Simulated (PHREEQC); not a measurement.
Na2CO3 is added in steps, without added water, to 1 kg of water holding 0.028 mol/kgw BaBr2, at 25 °C. Oxygen alone is held at its pressure in air (log pO2 = -0.68). The system is closed to CO2. Only these solids could form: Witherite, Nahcolite, Natron.

Base run: PHREEQC, ion-association model, wateq4f.dat. Each further column changes one thing. The table gives C in solution (mol/kgw).

```tsv
Na2CO3 added (mol)	base	Davies equation for every ion	Debye-Hückel limiting law	all activity coefficients set to 1	database phreeqc.dat
0	0	0	0	0	0
0.003	1.24e-5	1.24e-5	1.68e-5	7.15e-6	1.26e-5
0.0045	1.27e-5	1.27e-5	1.72e-5	7.30e-6	1.29e-5
0.0075	1.34e-5	1.35e-5	1.80e-5	7.65e-6	1.36e-5
0.009	1.38e-5	1.39e-5	1.86e-5	7.86e-6	1.41e-5
0.012	1.48e-5	1.50e-5	1.99e-5	8.37e-6	1.51e-5
0.0135	1.55e-5	1.56e-5	2.07e-5	8.69e-6	1.58e-5
0.0165	1.72e-5	1.73e-5	2.29e-5	9.52e-6	1.75e-5
0.018	1.83e-5	1.85e-5	2.45e-5	1.01e-5	1.87e-5
0.021	2.18e-5	2.21e-5	2.91e-5	1.18e-5	2.22e-5
0.0225	2.46e-5	2.49e-5	3.30e-5	1.31e-5	2.52e-5
0.0255	3.77e-5	3.83e-5	5.11e-5	1.92e-5	3.85e-5
0.027	6.37e-5	6.49e-5	8.77e-5	3.11e-5	6.51e-5
0.03	0.00201	0.00201	0.00202	0.00201	0.00201
```

 phreeqc.dat and wateq4f.dat share most of their constants, so their agreement is no independent check. Solids allowed in the column 'database phreeqc.dat': Witherite.
